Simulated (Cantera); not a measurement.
## Adiabatic ignition

An adiabatic, constant-volume homogeneous reactor starts with 2.45 % C₃H₈, 16.4 % O₂, 61.6 % N₂, 19.6 % H₂O, at 1175 K and 1.00 bar.

Computed with Cantera and GRI-Mech 3.0 (53 species, 325 reactions). GRI-Mech 3.0 was tuned for natural gas; its chemistry of propane as a main component is partial and can be far from experiment.

| t (s) | T (K) | P (bar) | x C₃H₈ | x O₂ | x H₂O | x CH₂ | x OH | x HCO |
|---|---|---|---|---|---|---|---|---|
| 3.00e-6 | 1175 | 1.000 | 0.0245 | 0.164 | 0.196 | <1e-12 | 1.65e-9 | <1e-12 |
| 9.53e-6 | 1175 | 1.000 | 0.0245 | 0.164 | 0.196 | <1e-12 | 4.24e-9 | <1e-12 |
| 3.03e-5 | 1175 | 1.000 | 0.0245 | 0.164 | 0.196 | <1e-12 | 8.08e-9 | <1e-12 |
| 9.62e-5 | 1175 | 1.000 | 0.0245 | 0.164 | 0.196 | 2.99e-12 | 2.77e-8 | 1.34e-12 |
| 0.000306 | 1175 | 1.000 | 0.0245 | 0.164 | 0.196 | 3.35e-11 | 9.96e-8 | 5.00e-11 |
| 0.000972 | 1175 | 1.00 | 0.0242 | 0.163 | 0.196 | 4.72e-11 | 1.12e-7 | 3.16e-10 |
| 0.00309 | 1175 | 1.00 | 0.0232 | 0.163 | 0.196 | 6.03e-11 | 1.38e-7 | 1.35e-9 |
| 0.00981 | 1186 | 1.02 | 0.0180 | 0.160 | 0.198 | 4.46e-10 | 6.26e-7 | 2.11e-8 |
| 0.0312 | 2472 | 2.18 | <1e-12 | 0.0385 | 0.273 | <1e-12 | 0.0118 | 2.40e-9 |
| 0.0990 | 2470 | 2.18 | <1e-12 | 0.0380 | 0.273 | <1e-12 | 0.0117 | 2.38e-9 |
| 0.315 | 2470 | 2.18 | <1e-12 | 0.0380 | 0.273 | <1e-12 | 0.0117 | 2.38e-9 |
| 1.00 | 2470 | 2.18 | <1e-12 | 0.0380 | 0.273 | <1e-12 | 0.0117 | 2.38e-9 |
x: mole fraction; the columns are a selection and need not sum to one.

```yaml
time_of_steepest_temperature_rise: 11.7 ms
temperature at 1.00 s: 2470 K
equilibrium_temperature: 2470 K
x(C₃H₈) at 1.00 s: <1e-12 (gas-phase equilibrium <1e-12)
x(O₂) at 1.00 s: 0.0380 (gas-phase equilibrium 0.0380)
x(H₂O) at 1.00 s: 0.273 (gas-phase equilibrium 0.273)
```
